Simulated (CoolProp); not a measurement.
Vapour-liquid equilibrium of benzene (1) + n-decane (2) at 387.3 K; x and y are mole fractions of (1).

Model: multi-fluid Helmholtz-energy mixture model, Thol 2012 and Lemmon 2006; pair parameters Bell 2016, in CoolProp.

Q: Give the bubble pressure and the first vapour's composition at x = 0.25, 0.35, 0.75. Is there an azeotrope?

A: x = 0.25: 80.67 kPa, y = 0.841; x = 0.35: 106.0 kPa, y = 0.892; x = 0.75: 199.5 kPa, y = 0.974. No azeotrope shows between x = 0.05 and 0.95.

Pair parameters are fitted to limited data, so mixtures are less certain than the pure fluids.
